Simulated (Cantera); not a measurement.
Charge: 1 mol PbO, 1.1 mol H2O, 0.063 mol H2, held at 3.10 bar.

Method: chemical equilibrium by Gibbs-energy minimisation in Cantera with the NASA 1993 tables (ideal gas, pure condensed phases). Candidate condensed phases: H2O, Pb, PbO, PbO2, Pb3O4; 12 gas species. Each liquid is taken as pure. Mutual solubility and eutectic melting of coexisting phases are not modelled. Gases not in the tables: (PbO)n polymers. Kinetics and transport are ignored.

**Question.** Which condensed phases are stable at each of these points (T (K)): 1273, 1348, 1423, 1498, 1573, 1648, 1723?

**Answer.** 
```tsv
T (K)	condensed phases	Pb condensed (%)
1273	Pb(l) + PbO(l)	99.9
1348	Pb(l) + PbO(l)	99.8
1423	Pb(l) + PbO(l)	99.5
1498	Pb(l) + PbO(l)	98.8
1573	Pb(l) + PbO(l)	97.3
1648	Pb(l) + PbO(l)	94.6
1723	PbO(l)	89.8
```

From 1273 K to 1648 K the condensed part is Pb(l) + PbO(l). At 1723 K the condensed part is PbO(l). The share of Pb in condensed phases is highest at 1273 K (99.9 %) and lowest at 1723 K (89.8 %).
